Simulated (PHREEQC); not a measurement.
Solution (55 °C): 60 mmol/kgw MnSO4, 75 mmol/kgw NiCl2, 1.65 mmol/kgw H2SO4 and 135 mmol/kgw Na2SO4. Closed to the air; pH follows from the charge balance.

Model: ion-association model, wateq4f.dat, run in PHREEQC.

pH: 3.33
ionic strength: 0.532 mol/kgw
activity of water: 0.989
total alkalinity: -3.30 meq/kg

```csv
species,molality,activity,log γ
Na+,0.243,0.168,-0.160
Cl-,0.142,0.0889,-0.205
SO4-2,0.0994,0.0184,-0.732
NiSO4,0.0372,0.0421,0.053
Ni+2,0.0342,0.00927,-0.566
MnSO4,0.0298,0.0337,0.053
NaSO4-,0.0273,0.0184,-0.170
Mn+2,0.0268,0.00612,-0.641
MnCl+,0.00334,0.00222,-0.178
NiCl+,0.00287,0.00207,-0.142
HSO4-,0.00268,0.00173,-0.188
H+,0.000624,0.000470,-0.124
```

Precipitation was switched off in this run. Away from 25 °C the constants follow the database's enthalpies or fits; those with neither stay at their 25 °C values.
